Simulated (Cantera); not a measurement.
# Diamond growth

A diamond (100) surface in a fixed gas of H2 with x(CH4) = 0.028, x(H) = 0.0093, at 925 K, 28000 Pa; coverages are run to steady state.

Computed with Cantera and the Harris–Goodwin 1993 mechanism for the reconstructed diamond (100) surface.

| x(CH3) | growth (µm/h) | θ c6HH | θ c6H* | θ c6*H | θ c6** | θ c6HM |
|---|---|---|---|---|---|---|
| 1e-06 | 0.102 | 0.667 | 0.0127 | 0.314 | 0.00552 | 8.13e-5 |
| 2.3e-06 | 0.235 | 0.667 | 0.0127 | 0.314 | 0.00552 | 0.000187 |
| 5.1e-06 | 0.520 | 0.667 | 0.0127 | 0.314 | 0.00552 | 0.000415 |
| 1.1e-05 | 1.12 | 0.667 | 0.0127 | 0.314 | 0.00551 | 0.000894 |
| 2.6e-05 | 2.64 | 0.666 | 0.0127 | 0.313 | 0.00550 | 0.00211 |
| 5.8e-05 | 5.88 | 0.664 | 0.0127 | 0.312 | 0.00548 | 0.00469 |
| 0.00013 | 13.1 | 0.659 | 0.0126 | 0.310 | 0.00543 | 0.0104 |
| 0.0003 | 29.6 | 0.648 | 0.0123 | 0.305 | 0.00531 | 0.0236 |
| 0.00067 | 63.5 | 0.625 | 0.0119 | 0.294 | 0.00507 | 0.0507 |
θ: site fractions in the mechanism's names (c6HH fully hydrogenated, c6H* and c6*H radical sites, c6** diradical, c6HM methylated).
